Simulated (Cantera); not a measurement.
An isothermal plug-flow reactor at 773 K and 490000 Pa (inlet), inlet velocity 0.6 m/s, active area per volume 3100 1/m; feed CO : O2 : N2 = 0.0072 : 0.087 : 0.79 (molar parts).

Cantera simulation using Deutschmann's 1995 Pt surface mechanism with GRI-Mech 3.0 gas chemistry; the numbers are that mechanism's predictions, not measurements. Catalytic surfaces can have several steady states; this one follows from the mechanism file's or the stated starting coverage. Mass transfer to the wall is taken as infinitely fast.

### Question
What does this change do: inlet velocity 0.6 to 2 m/s?

### Answer
| quantity | before | after |
|---|---|---|
| x(CO) at z = 0.0056 m | 0.000525 | 0.00189 |
| x(O2) at z = 0.0056 m | 0.0949 | 0.0956 |
| x(H2O) at z = 0.0056 m | <1e-12 | <1e-12 |
| x(CO2) at z = 0.0056 m | 0.00765 | 0.00628 |
| θ(free Pt) at the exit | 0.0134 | 0.0155 |
| θ(O*) at the exit | 0.987 | 0.984 |

### Question
What does this change do: O2 0.087 to 0.029 parts?

### Answer
```
quantity                  before    after
----------------------  --------  -------
x(CO) at z = 0.0056 m   0.000525  1.34e-5
x(O2) at z = 0.0056 m     0.0949   0.0309
x(H2O) at z = 0.0056 m    <1e-12   <1e-12
x(CO2) at z = 0.0056 m   0.00765  0.00874
θ(free Pt) at the exit    0.0134   0.0214
θ(O*) at the exit          0.987    0.979
```
